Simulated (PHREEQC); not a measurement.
Dissolve 0.00014 mol/kgw CaSO4, 0.00025 mol/kgw NaF and 1.5 mol/kgw NaCl at 25 °C. It is in equilibrium with CO2 at log p = -3.4 (atm). Otherwise closed; pH follows from the charge balance.

The numbers come from PHREEQC with the ion-association model, phreeqc.dat.

This is a speciation only: nothing precipitates in the calculation.

Q: What pH, activity of water, density does the model give?

A: pH 5.55; activity of water 0.949; density 1.054 g/cm³.

Q: In which forms is F present?

A: F- 79 %, NaF 21 % of the F.

The ionic strength is past about 0.7 mol/kgw, beyond the range of this activity model, so the values are rough.
